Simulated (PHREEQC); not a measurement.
Consider water at 32 °C with 0.00414 mol/kgw BaCl2, 4.5e-05 mol/kgw NaF and 0.065 mol/kgw NaCl. Closed to the air; pH follows from the charge balance.

Computed with PHREEQC (ion-association model, wateq4f.dat).

Q: The ionic strength comes out as 0.0775 mol/kgw. What activity coefficients do Ba+2, Na+, F-, Cl- get?

A: Ba+2 0.40, Na+ 0.80, F- 0.78, Cl- 0.78.

No solid was allowed to form. Complexes and solids missing from the database can't appear.
